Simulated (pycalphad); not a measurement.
Computed with pycalphad from the COST 507 light-alloy database (1999), at 1 atm. The database dates from 1999; later assessments differ in places, in temperatures and in the compounds included. Amounts are mole fractions of atoms.

### Question
Give the equilibrium state of Sn-3.537Si (wt.%) at 1200 K.

### Answer
```
T = 1200.00 K, P = 101325 Pa, N = 1 mol of atoms
G = -86197 J/mol, H = 32678 J/mol, S = 99.06 J/(mol K)  (SER reference)
chemical potentials (J/mol): Sn -93304, Si -40347
phase             fraction      x(Sn)      x(Si)
LIQUID              0.8820     0.9817     0.0183
DIAMOND_A4          0.1180   3.92e-07     1.0000
```

DIAMOND_A4 is diamond (Si).
